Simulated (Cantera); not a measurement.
An isothermal, constant-pressure homogeneous reactor starts with CO : O2 : H2O : N2 = 0.0021 : 0.014 : 0.00053 : 1 (molar parts), equivalence ratio 0.075, at 1100 K and 101000 Pa. Integrator tolerance rtol = 1e-08.

Detailed kinetics in Cantera: GRI-Mech 3.0 (53 species, 325 reactions).

Problem. What does this change do: temperature 1100 to 1500 K?

Solution. 
```json
[
 {"quantity": "x(CO) at 20.0 s", "before": "1.33e-8 (gas-phase equilibrium 2.45e-11)", "after": "8.96e-8 (gas-phase equilibrium 9.02e-8)"},
 {"quantity": "x(O2) at 20.0 s", "before": "0.0128 (gas-phase equilibrium 0.0127)", "after": "0.0127 (gas-phase equilibrium 0.0126)"},
 {"quantity": "x(H2O) at 20.0 s", "before": "0.000522 (gas-phase equilibrium 0.000522)", "after": "0.000520 (gas-phase equilibrium 0.000520)"},
 {"quantity": "x(NO) at 20.0 s", "before": "4.75e-8 (gas-phase equilibrium 2.35e-5)", "after": "2.17e-6 (gas-phase equilibrium 0.000336)"},
 {"quantity": "x(N2O) at 20.0 s", "before": "4.91e-7 (gas-phase equilibrium 1.99e-9)", "after": "2.33e-8 (gas-phase equilibrium 2.32e-8)"},
 {"quantity": "x(OH) at 20.0 s", "before": "8.59e-8 (gas-phase equilibrium 2.44e-8)", "after": "2.80e-6 (gas-phase equilibrium 2.79e-6)"}
]
```
